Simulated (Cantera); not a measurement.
A closed system holds: 1 mol Al(CH₃)₃, 0.86 mol N₂O, a varied amount of H₂, held at 1850 K and 14.0 mbar.

Equilibrium computed with Cantera from the NASA thermochemical tables; the gas is ideal and each condensed phase is pure. Candidate condensed phases: Al, AlN, Al₂O₃, C, C₆H₆, C₇H₈, C₈H₁₈, H₂O; 148 gas species. The feed counts by its element totals alone. Kinetics and transport are ignored.

What share of the Al ends up in condensed phases as a function of n(H₂) (mol), at 5.7, 8.8, 13, 20, 31, 48, 73, 110, 170, 260, 400, 610, 930?


```csv
n(H₂) (mol),Al condensed (%),as
5.7,96.1,AlN(s)
8.8,94.4,AlN(s)
13,92.0,AlN(s)
20,87.4,AlN(s)
31,79.5,AlN(s)
48,66.1,AlN(s)
73,45.0,AlN(s)
110,12.5,AlN(s)
170,0.0,-
260,0.0,-
400,0.0,-
610,0.0,-
930,0.0,-
```
